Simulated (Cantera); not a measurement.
An adiabatic, constant-volume homogeneous reactor starts with 3.96 % C2H4, 19.2 % O2, 72.1 % N2, 4.75 % CO2, equivalence ratio 0.62, at 1375 K and 1.00 bar.

Cantera simulation using GRI-Mech 3.0 (53 species, 325 reactions); the numbers are that mechanism's predictions, not measurements. GRI-Mech 3.0 was tuned for natural gas; its chemistry of ethylene as a main component is partial and can be far from experiment.

Q: Predict: time of steepest temperature rise; temperature at 0.100 s; equilibrium temperature; x(O2) at 0.100 s; x(CO2) at 0.100 s.

A: 
```
Property                                                           Value
---------------------------------  -------------------------------------
time of steepest temperature rise                                71.1 µs
temperature at 0.100 s                                            2650 K
equilibrium temperature                                           2650 K
x(O2) at 0.100 s                   0.0700 (gas-phase equilibrium 0.0700)
x(CO2) at 0.100 s                    0.103 (gas-phase equilibrium 0.103)
```
